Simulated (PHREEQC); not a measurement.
Brine (model solution)

Dissolve 0.69 mol/kgw KCl, 0.033 mol/kgw H3BO3 and 0.00054 mol/kgw H4SiO4 at 25 °C. Closed to the air; pH follows from the charge balance.

All values are PHREEQC results (Pitzer model, pitzer.dat), not measurements.

Each row changes one thing in this solution. This is a speciation only: nothing precipitates in the calculation.

```csv
case,pH,ionic strength (mol/kgw)
as made,5.29,0.690
H3BO3 left out,6.44,0.690
H4SiO4 left out,5.29,0.690
KCl left out,5.34,4.50e-6
KCl from 0.69 to 0.345 mol/kgw,5.31,0.345
H3BO3 from 0.033 to 0.0066 mol/kgw,5.64,0.690
0.014 mol/kgw Na2CO3 added,8.79,0.720
```
